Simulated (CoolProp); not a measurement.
Aqueous ethylene glycol as a coolant, at 1 °C, 1 atm.

The numbers come from the Melinder's fits for secondary coolants in CoolProp.

```csv
mass %,freezing point (°C),conductivity (W/(m K)),viscosity (mPa s),Prandtl number,cp (kJ/(kg K))
5.9,-1.9,0.541,2.01,15.3,4.106
14.1,-5.0,0.509,2.56,20.0,3.968
22.2,-9.2,0.477,3.27,26.2,3.821
30.4,-14.9,0.445,4.18,34.3,3.653
38.5,-22.2,0.416,5.33,44.5,3.473
46.7,-31.6,0.388,6.85,58.0,3.285
54.8,-42.9,0.363,8.82,75.3,3.097
```
